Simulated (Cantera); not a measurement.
# Equilibrium for silicon oxide and oxynitride deposition: SiH2Cl2 + O3 + N2

Feed: 1 mol SiH2Cl2, 4.4 mol O3, 5.8 mol N2, held at 1.00 Torr.

Equilibrium computed with Cantera from the NASA thermochemical tables; the gas is ideal and each condensed phase is pure. Candidate condensed phases: H2O, NH4Cl, Si, SiO2, Si2N2O, Si3N4; 47 gas species. The tables hold silica as quartz up to 1696 K and as liquid above; real silica turns to tridymite and cristobalite and melts near 1996 K. Rates play no part.

```json
[
 {"T (K)": "923", "log p N2": "-3.24", "log p O2": "-3.26", "log p HCl": "-3.79", "log p Cl": "-6.31", "log p H2O": "-4.71", "log p Cl2": "-4.72", "n SiO2(β-quartz)": "1.00"},
 {"T (K)": "1023", "log p N2": "-3.24", "log p O2": "-3.26", "log p HCl": "-3.77", "log p Cl": "-5.70", "log p H2O": "-4.84", "log p Cl2": "-4.87", "n SiO2(β-quartz)": "1.00"},
 {"T (K)": "1123", "log p N2": "-3.24", "log p O2": "-3.26", "log p HCl": "-3.76", "log p Cl": "-5.22", "log p H2O": "-4.91", "log p Cl2": "-5.04", "n SiO2(β-quartz)": "1.00"},
 {"T (K)": "1223", "log p N2": "-3.24", "log p O2": "-3.26", "log p HCl": "-3.76", "log p Cl": "-4.86", "log p H2O": "-4.91", "log p Cl2": "-5.27", "n SiO2(β-quartz)": "1.00"},
 {"T (K)": "1323", "log p N2": "-3.24", "log p O2": "-3.26", "log p HCl": "-3.77", "log p Cl": "-4.61", "log p H2O": "-4.83", "log p Cl2": "-5.58", "n SiO2(β-quartz)": "1.00"},
 {"T (K)": "1423", "log p N2": "-3.24", "log p O2": "-3.27", "log p HCl": "-3.80", "log p Cl": "-4.43", "log p H2O": "-4.71", "log p Cl2": "-5.92", "n SiO2(β-quartz)": "1.00"},
 {"T (K)": "1523", "log p N2": "-3.24", "log p O2": "-3.27", "log p HCl": "-3.84", "log p Cl": "-4.30", "log p H2O": "-4.59", "log p Cl2": "-6.26", "n SiO2(β-quartz)": "1.00"},
 {"T (K)": "1623", "log p N2": "-3.25", "log p O2": "-3.27", "log p HCl": "-3.88", "log p Cl": "-4.19", "log p H2O": "-4.49", "log p Cl2": "-6.57", "n SiO2(β-quartz)": "1.000"}
]
```
log p: log10 of the partial pressure in bar; n: condensed amount in mol.

From 923 K to 1623 K the condensed part is SiO2(β-quartz).
